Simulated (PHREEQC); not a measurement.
NaOH is added in steps, without added water, to 1 kg of water holding 0.0023 mol HF, 0.11 mol NaF and 0.00013 mol (NH4)2SiF6, at 20 °C. Oxygen alone is held at its pressure in air (log pO2 = -0.68). The system is closed to CO2. Only these solids could form: SiO2(a).

Base run: PHREEQC, ion-association model, wateq4f.dat. Each further column changes one thing. The table gives H4SiO4 (mol/kgw).

```tsv
NaOH added (mol)	base	all activity coefficients set to 1	Debye-Hückel limiting law	metal-ligand complexes left out	database phreeqc.dat
0	1.40e-9	2.40e-9	1.11e-9	1.34e-9	1.31e-9
0.0005917	4.52e-9	7.78e-9	3.60e-9	4.35e-9	4.29e-9
0.001183	2.44e-8	4.20e-8	1.94e-8	2.35e-8	2.33e-8
0.001775	4.83e-7	8.22e-7	3.85e-7	4.65e-7	4.65e-7
0.002071	7.66e-6	1.07e-5	6.57e-6	7.47e-6	7.49e-6
0.002662	0.000111	0.000113	0.000110	0.000111	8.52e-5
0.003254	3.82e-5	4.00e-5	3.80e-5	3.82e-5	3.80e-5
0.003846	9.84e-6	1.00e-5	9.93e-6	9.83e-6	9.90e-6
0.004437	5.38e-6	5.48e-6	5.42e-6	5.37e-6	5.42e-6
0.005029	3.67e-6	3.75e-6	3.70e-6	3.67e-6	3.70e-6
0.005325	3.16e-6	3.23e-6	3.18e-6	3.16e-6	3.19e-6
0.005917	2.47e-6	2.53e-6	2.48e-6	2.47e-6	2.49e-6
0.006508	2.02e-6	2.08e-6	2.03e-6	2.02e-6	2.04e-6
0.0071	1.71e-6	1.76e-6	1.71e-6	1.71e-6	1.72e-6
```

SiF6-2 is the database's only silicon fluoride. phreeqc.dat and wateq4f.dat share most of their constants, so their agreement is no independent check. Solids allowed in the column 'database phreeqc.dat': Quartz.
